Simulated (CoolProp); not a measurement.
Vapour-liquid equilibrium of R22 (1) + c-C4F8 (RC318) (2) at 0.22 MPa; x and y are mole fractions of (1).

Model: multi-fluid Helmholtz-energy mixture model, Kamei 1995 and Platzer 1990; pair parameters Bell 2016, in CoolProp. This equation is an older, rougher fit; its heat capacities, sound speeds and derivatives of the liquid may be far off and weren't checked against measurements.

| x | bubble temperature (K) | y at the bubble point | dew temperature at overall composition x (K) | liquid density (mol/L) |
|---|---|---|---|---|
| 0.05 | 285.3 | 0.121 | 286.7 | 7.946 |
| 0.2 | 273.9 | 0.527 | 283.6 | 8.823 |
| 0.35 | 262.6 | 0.765 | 279.7 | 9.801 |
| 0.5 | 256.1 | 0.858 | 274.9 | 10.82 |
| 0.65 | 253.3 | 0.896 | 268.7 | 11.94 |
| 0.8 | 251.9 | 0.920 | 260.3 | 13.28 |
| 0.95 | 250.7 | 0.966 | 250.9 | 15.00 |

No azeotrope shows between x = 0.05 and 0.95.

Pair parameters are fitted to limited data, so mixtures are less certain than the pure fluids. The gap from Raoult's law changes sign with composition, which may be real or a fault of the pair parameters; it wasn't checked against measurements.
